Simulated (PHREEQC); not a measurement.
Make-up at 25 °C: 0.001 mol HF, 0.009 mol NH4F and 0.25 mol HCl per kg of water. Closed to the air; pH follows from the charge balance.

Model: ion-association model, wateq4f.dat, run in PHREEQC.

| quantity | before | after |
|---|---|---|
| pH | 0.72 | 0.71 |
| HF (mol/kgw) | 0.00945 | 0.00532 |
| H2F2 (mol/kgw) | 0.000247 | 7.80e-5 |
| F- (mol/kgw) | 5.10e-5 | 2.81e-5 |
| HF2- (mol/kgw) | 1.96e-6 | 6.08e-7 |

Q: Which change was made?
(A) NH4F left out
(B) diluted 5-fold with water
(C) temperature from 25 to 30 °C
(D) HF from 0.001 to 0.0001 mol/kgw
(E) NH4F from 0.009 to 0.0045 mol/kgw

A: E, NH4F from 0.009 to 0.0045 mol/kgw

Precipitation was switched off in this run.
